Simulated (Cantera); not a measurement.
A freely propagating, adiabatic, planar premixed flame of C3H8 : O2 : N2 = 1 : 3.57 : 9.64 (molar parts), unburnt at 450 K and 750 Torr; mixture-averaged transport, grid criteria slope 0.08 and curve 0.16, no radiation.

Computed with Cantera and GRI-Mech 3.0 (53 species, 325 reactions). GRI-Mech 3.0 was tuned for natural gas; its chemistry of propane as a main component is partial and can be far from experiment. Burning velocities carry a grid error of a few per cent, more on coarse grids.

Question: Predict: laminar burning velocity; thermal thickness; peak x(CH4); peak x(HCN); peak x(CH2CO).

Answer: 
| Property | Value |
|---|---|
| laminar burning velocity | 110 cm/s |
| thermal thickness | 0.248 mm |
| peak x(CH4) | 0.00624 |
| peak x(HCN) | 3.99e-5 |
| peak x(CH2CO) | 0.00241 |
